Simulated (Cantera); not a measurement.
Thermodynamics of hydrogen reduction and annealing atmospheres, feed Nb₂O₅ + H₂ + H₂O

Input: 1 mol Nb₂O₅, a varied amount of H₂, 0.1 mol H₂O, at 120 Pa.

Equilibrium computed with Cantera from the NASA thermochemical tables; the gas is ideal and each condensed phase is pure. Candidate condensed phases: H₂O, Nb, NbO, NbO₂, Nb₂O₅; 12 gas species. Mutual solubility and eutectic melting of coexisting phases are not modelled. NbO: taken at fixed stoichiometry. Condensed phases not in the tables: the oxides between NbO₂ and Nb₂O₅. Rates play no part.

Stable condensed phases:

```
T in °C \ n(H₂) in mol
          53  73 100 140 190 270 370 500
   1400    A   A   A   A   A   A   B   B
   1325    A   A   A   A   A   A   A   B
   1250    A   A   A   A   A   A   A   A
   1175    A   A   A   A   A   A   A   A
   1100    A   A   A   A   A   A   A   A
   1025    A   A   A   A   A   A   A   A
    950    A   A   A   A   A   A   A   A
    875    C   A   A   A   A   A   A   A
    800    C   C   C   A   A   A   A   A
    725    C   C   C   C   C   A   A   A
    650    C   C   C   C   C   C   C   A
```

A: NbO₂; B: NbO + NbO₂; C: NbO₂ + Nb₂O₅.
